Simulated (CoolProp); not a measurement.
Oxygen at 211.96 K and 11.1 MPa flows at 7.4 m/s in a round tube of 12.7 mm bore and 45 µm roughness, fully developed (64/Re and Nu = 3.66 if laminar; Colebrook and Gnielinski if turbulent). Each further row changes one setting.

The numbers come from the reference Helmholtz-energy equation of state, Schmidt 1985 in CoolProp.

```json
[
 {"case": "as stated", "Reynolds number": "(withheld)", "Darcy friction factor": "0.0275", "pressure drop (Pa/m)": "(withheld)", "heat-transfer coefficient (W/(m² K))": "(withheld)", "mass flow (kg/h)": "(withheld)"},
 {"case": "velocity 14.8 m/s", "Reynolds number": "2390000", "Darcy friction factor": "0.0275", "pressure drop (Pa/m)": "(withheld)", "heat-transfer coefficient (W/(m² K))": "21900", "mass flow (kg/h)": "1830"},
 {"case": "diameter 25.4 mm", "Reynolds number": "2390000", "Darcy friction factor": "(withheld)", "pressure drop (Pa/m)": "6670", "heat-transfer coefficient (W/(m² K))": "9140", "mass flow (kg/h)": "(withheld)"}
]
```

### Question
Fill in the missing entries.

### Answer

- as stated, Reynolds number: 1190000
- as stated, pressure drop (Pa/m): 16100
- as stated, heat-transfer coefficient (W/(m² K)): 11000
- as stated, mass flow (kg/h): 917
- velocity 14.8 m/s, pressure drop (Pa/m): 64400
- diameter 25.4 mm, Darcy friction factor: 0.0228
- diameter 25.4 mm, mass flow (kg/h): 3670

Viscosity comes from a separate model (Lemmon 2004). Thermal conductivity comes from a separate model (Lemmon 2004).
